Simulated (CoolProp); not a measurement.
A single-stage vapour-compression cycle with the fluid: evaporating at 194.15 K (dew point), condensing at 252.15 K (bubble point), superheat 2 K, subcooling 2 K, compressor efficiency 0.7, no pressure losses. The same conditions are run with several fluids, on thermodynamics alone (safety and materials aside).

Model: reference Helmholtz-energy equation of state of each fluid (ethane: Bücker 2006; R143a: Lemmon and Jacobsen 2000; R13: Platzer 1990; carbonyl sulfide: Lemmon 2006; ethylene: Smukala 2000; R125: Lemmon 2005), in CoolProp. The equations of Platzer and Polt are older, rougher fits.

```tsv
fluid	cooling COP	pressure ratio	discharge temperature (K)	refrigerating effect (kJ/kg)	volumetric capacity (kJ/m³)
ethane	1.74	8.37	323.6	328	1050
R143a	1.85	18.1	313.4	175	154
R13	1.71	9.64	…	…	733
carbonyl sulfide	1.83	…	…	262	…
ethylene	…	6.93	336.4	…	1930
R125	1.80	…	295.1	119	147
```

Task: What belongs in the gaps?

Result: 
- R13, discharge temperature (K): 303.3
- R13, refrigerating effect (kJ/kg): 95.2
- carbonyl sulfide, pressure ratio: 15.5
- carbonyl sulfide, discharge temperature (K): 407.3
- carbonyl sulfide, volumetric capacity (kJ/m³): 207
- ethylene, cooling COP: 1.59
- ethylene, refrigerating effect (kJ/kg): 290
- R125, pressure ratio: 19.6
